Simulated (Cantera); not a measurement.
A closed system holds: 1 mol C2H2, 1.1 mol NH3, 12 mol H2, held at 0.0975 Torr.

These are equilibrium values from Cantera (NASA tables, ideal gas, pure condensed phases), not measurements of a reactor. Candidate condensed phases: C, C6H6, C7H8, C8H18; 110 gas species. Ions and electrons are included (thermal ionisation). Equilibrium is a limit: real reactors are often held back by kinetics, nucleation or transport.

log p: log10 of the partial pressure in bar; nothing condenses.

| T (K) | log p H | log p C | log p N | log p N2 |
|---|---|---|---|---|
| 3000 | -3.92 | -5.25 | -7.71 | -5.70 |
| 3250 | -3.92 | -5.12 | -7.05 | -5.69 |
| 3500 | -3.92 | -5.10 | -6.50 | -5.70 |
| 3750 | -3.92 | -5.09 | -6.05 | -5.76 |
| 4000 | -3.93 | -5.09 | ? | ? |
| 4250 | -3.93 | -5.10 | -5.49 | -6.23 |
| 4500 | -3.93 | -5.10 | -5.40 | -6.70 |
| 4750 | -3.93 | -5.10 | -5.37 | ? |
| 5000 | -3.93 | -5.10 | -5.36 | -7.76 |

**Question.** Complete the blanks.

**Answer.** 
- 4750, log p N2: -7.24
- 4000, log p N: -5.71
- 4000, log p N2: -5.91
